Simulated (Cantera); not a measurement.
A perfectly stirred reactor is fed with C3H8 : O2 : N2 : H2O = 1 : 3.85 : 14.5 : 1.1 (molar parts), equivalence ratio 1.3, at 500000 Pa; it is adiabatic with a 550 K inlet, and is followed from long to short residence time, starting on the burning branch (τ in s: 0.024, 0.011, 0.0051, 0.0023, 0.0011, 0.00049, 0.00022, 0.0001, 4.6e-05, 2.1e-05, 9.7e-06).

Cantera simulation using GRI-Mech 3.0 (53 species, 325 reactions); the numbers are that mechanism's predictions, not measurements. GRI-Mech 3.0 was tuned for natural gas; its chemistry of propane as a main component is partial and can be far from experiment.

Problem. Predict: blow-out, bracketed by the residence times tried; x(C3H8) at τ = 24.0 ms; x(O2) at τ = 24.0 ms; x(OH) at τ = 24.0 ms; x(N2O) at τ = 24.0 ms; x(CH4) at τ = 24.0 ms; x(C3H8) at τ = 0.490 ms; x(O2) at τ = 0.490 ms; x(OH) at τ = 0.490 ms; x(N2O) at τ = 0.490 ms; x(CH4) at τ = 0.490 ms.

Solution. 
- blow-out, bracketed by the residence times tried = burning at 46.0 µs, out at 21.0 µs
- x(C3H8) at τ = 24.0 ms = 3.30e-7
- x(O2) at τ = 24.0 ms = 0.000113
- x(OH) at τ = 24.0 ms = 0.000727
- x(N2O) at τ = 24.0 ms = 2.30e-8
- x(CH4) at τ = 24.0 ms = 2.76e-5
- x(C3H8) at τ = 0.490 ms = 8.21e-6
- x(O2) at τ = 0.490 ms = 0.00159
- x(OH) at τ = 0.490 ms = 0.00219
- x(N2O) at τ = 0.490 ms = 1.09e-7
- x(CH4) at τ = 0.490 ms = 0.000106
